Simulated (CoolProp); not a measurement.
A single-stage vapour-compression cycle with the fluid: evaporating at 280.15 K (dew point), condensing at 310.15 K (bubble point), superheat 8 K, subcooling 2 K, compressor efficiency 0.65, no pressure losses. The same conditions are run with several fluids, on thermodynamics alone (safety and materials aside).

Model: reference Helmholtz-energy equation of state of each fluid (chlorine: Thol 2021; CH2F2 (R32): Tillner-Roth 1997; neopentane: Lemmon 2006; R11: Jacobsen 1992; R236FA: Pan 2012; cyclopentane: Gedanitz 2015), in CoolProp.

| fluid | cooling COP | pressure ratio | discharge temperature (K) | refrigerating effect (kJ/kg) | volumetric capacity (kJ/m³) |
|---|---|---|---|---|---|
| chlorine | 5.32 | 2.30 | 382.7 | 238 | ? |
| CH2F2 (R32) | 4.98 | 2.28 | ? | 261 | 6810 |
| neopentane | 5.42 | ? | 319.8 | 267 | 772 |
| R11 | ? | 2.95 | 340.8 | 167 | 528 |
| R236FA | ? | 2.80 | 321.3 | 127 | 1210 |
| cyclopentane | 5.65 | 3.37 | 341.8 | ? | 221 |

### Question
What belongs in the gaps?

### Answer

- chlorine, volumetric capacity (kJ/m³): 3480
- CH2F2 (R32), discharge temperature (K): 355.9
- neopentane, pressure ratio: 2.68
- R11, cooling COP: 5.61
- R236FA, cooling COP: 5.33
- cyclopentane, refrigerating effect (kJ/kg): 378
